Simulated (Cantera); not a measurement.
A perfectly stirred reactor is fed with 3.23 % CH₄, 96.8 % N₂, at 20.0 Torr; it is held at 1998 K, and followed from long to short residence time.

Cantera simulation using GRI-Mech 3.0 (53 species, 325 reactions); the numbers are that mechanism's predictions, not measurements. GRI-Mech 3.0 stops at C3 and has no aromatics, soot or wall deposition, so with more carbon than oxygen in the feed, carbon stays in small species such as C2H2 where larger ones or solid carbon would form. Radical loss at walls, strong at low pressure, is not modelled.

Question: Predict: x(CH₄) at τ = 2.90 s; x(C₂H₆) at τ = 2.90 s; x(C₂H₂) at τ = 2.90 s; x(HCN) at τ = 2.90 s; x(C₂H) at τ = 2.90 s; x(CH₄) at τ = 45.0 ms; x(C₂H₆) at τ = 45.0 ms; x(C₂H₂) at τ = 45.0 ms; x(HCN) at τ = 45.0 ms; x(C₂H) at τ = 45.0 ms.

Answer: 
| Property | Result |
|---|---|
| x(CH₄) at τ = 2.90 s | 0.000351 |
| x(C₂H₆) at τ = 2.90 s | 6.39e-9 |
| x(C₂H₂) at τ = 2.90 s | 0.0143 |
| x(HCN) at τ = 2.90 s | 0.00224 |
| x(C₂H) at τ = 2.90 s | 4.71e-6 |
| x(CH₄) at τ = 45.0 ms | 0.00761 |
| x(C₂H₆) at τ = 45.0 ms | 5.98e-7 |
| x(C₂H₂) at τ = 45.0 ms | 0.0111 |
| x(HCN) at τ = 45.0 ms | 3.90e-5 |
| x(C₂H) at τ = 45.0 ms | 1.75e-6 |
